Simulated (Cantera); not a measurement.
A perfectly stirred reactor is fed with CH₄ : H₂ : CO₂ = 0.032 : 1 : 0.0044 (molar parts), at 10.00 Torr; it is held at 2525 K, and followed from long to short residence time.

Computed with Cantera and GRI-Mech 3.0 (53 species, 325 reactions). GRI-Mech 3.0 stops at C3 and has no aromatics, soot or wall deposition, so with more carbon than oxygen in the feed, carbon stays in small species such as C2H2 where larger ones or solid carbon would form. Radical loss at walls, strong at low pressure, is not modelled.

Problem. What does this change do: CO2 0.0044 to 0.0025 parts?

Solution. 
| quantity | before | after |
|---|---|---|
| x(CH₄) at τ = 0.770 s | 2.08e-5 | 1.99e-5 |
| x(H₂) at τ = 0.770 s | 0.836 | 0.836 |
| x(CO₂) at τ = 0.770 s | 5.94e-7 | 3.28e-7 |
| x(OH) at τ = 0.770 s | 6.09e-7 | 3.23e-7 |
| x(CH₃) at τ = 0.770 s | 6.38e-5 | 6.15e-5 |
| x(CH₄) at τ = 41.0 ms | 0.00109 | 0.00108 |
| x(H₂) at τ = 41.0 ms | 0.932 | 0.935 |
| x(CO₂) at τ = 41.0 ms | 3.73e-5 | 2.07e-5 |
| x(OH) at τ = 41.0 ms | 1.61e-5 | 9.04e-6 |
| x(CH₃) at τ = 41.0 ms | 0.000948 | 0.000940 |
